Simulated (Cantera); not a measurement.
Feed: 1 mol Cu₂O, 3.2 mol C, 1.1 mol N₂, at 1.00 Torr.

Method: chemical equilibrium by Gibbs-energy minimisation in Cantera with the NASA 1993 tables (ideal gas, pure condensed phases). Candidate condensed phases: C, Cu, CuO, Cu₂O; 27 gas species. Equilibrium is a limit: real reactors are often held back by kinetics, nucleation or transport. All values below are at 1450 K.

Base state: N₂ 0.522, CO 0.475, Cu 0.00258 (mole fractions); condensed: C(graphite) + Cu(l).

**Question.** What changes in the equilibrium state with this change: pressure from 1.00 Torr to 10.0 Torr?

**Answer.** 
```tsv
species	before	after
N₂	0.522	0.524
CO	0.475	0.476
Cu	0.00258	0.000258
C(graphite), mol	2.20	2.20
Cu(l), mol	1.99	2.00
```
